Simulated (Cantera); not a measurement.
**Low-pressure radical oxidation in H2/O2**

An isothermal, constant-pressure homogeneous reactor starts with H₂ : O₂ : H₂O = 0.19 : 1 : 0.029 (molar parts), equivalence ratio 0.095, at 1473 K and 0.00650 bar.

Model: the H2/O2 subset of GRI-Mech 3.0, which has no nitrogen chemistry, integrated in Cantera. Radical loss at walls, strong at low pressure, is not modelled. The temperature is held fixed by assumption; the heat of reaction is taken as removed at once.

| t (s) | x H₂ | x O₂ | x H | x H₂O₂ | x O | x OH |
|---|---|---|---|---|---|---|
| 0.000100 | 0.156 | 0.820 | 3.96e-7 | 8.70e-10 | 2.98e-7 | 2.67e-7 |
| 0.000314 | 0.156 | 0.820 | 9.39e-6 | 7.88e-9 | 8.64e-6 | 7.54e-6 |
| 0.000988 | 0.0597 | 0.756 | 0.0317 | 8.53e-8 | 0.0377 | 0.0217 |
| 0.00311 | 0.00762 | 0.712 | 0.0374 | 7.12e-8 | 0.0799 | 0.0185 |
| 0.00977 | 0.00732 | 0.717 | 0.0347 | 7.15e-8 | 0.0759 | 0.0182 |
| 0.0307 | 0.00641 | 0.730 | 0.0274 | 7.18e-8 | 0.0644 | 0.0172 |
| 0.0965 | 0.00412 | 0.759 | 0.0130 | 6.72e-8 | 0.0390 | 0.0140 |
| 0.304 | 0.00121 | 0.791 | 0.00192 | 4.36e-8 | 0.0109 | 0.00775 |
| 0.954 | 0.000167 | 0.803 | 9.62e-5 | 1.66e-8 | 0.00147 | 0.00290 |
| 3.00 | 2.32e-5 | 0.804 | 4.97e-6 | 5.46e-9 | 0.000205 | 0.00109 |
x: mole fraction; the columns are a selection and need not sum to one.

Equilibrium at this temperature and pressure: H₂ 3.55e-6, O₂ 0.805, H 2.98e-7, H₂O₂ 2.49e-9, O 3.13e-5, OH 0.000425 (gas phase only).
